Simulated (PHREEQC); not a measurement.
**Nickel, zinc or cadmium bath: an equilibrium model**

Consider water at 25 °C with 0.016 mol/kgw CdSO4, 0.0059 mol/kgw Na2SO4 and 0.2 mol/kgw H2SO4. Closed to the air; pH follows from the charge balance.

Model: ion-association model, phreeqc.dat, run in PHREEQC.

```yaml
pH: 0.77
ionic_strength: 0.290 mol/kgw
activity_of_water: 0.992
specific_conductance: 68900 µS/cm
density: 1.013 g/cm³
total_alkalinity: -400 meq/kg
```

```json
[
 {"species": "H+", "molality": "0.219", "activity": "0.172", "log γ": "-0.106"},
 {"species": "HSO4-", "molality": "0.181", "activity": "0.133", "log γ": "-0.134"},
 {"species": "SO4-2", "molality": "0.0313", "activity": "0.00797", "log γ": "-0.594"},
 {"species": "Na+", "molality": "0.0113", "activity": "0.00830", "log γ": "-0.136"},
 {"species": "Cd+2", "molality": "0.00876", "activity": "0.00255", "log γ": "-0.537"},
 {"species": "CdSO4", "molality": "0.00548", "activity": "0.00586", "log γ": "0.029"},
 {"species": "Cd(SO4)2-2", "molality": "0.00176", "activity": "0.000512", "log γ": "-0.537"},
 {"species": "NaSO4-", "molality": "0.000458", "activity": "0.000332", "log γ": "-0.140"}
]
```

Precipitation was switched off in this run.
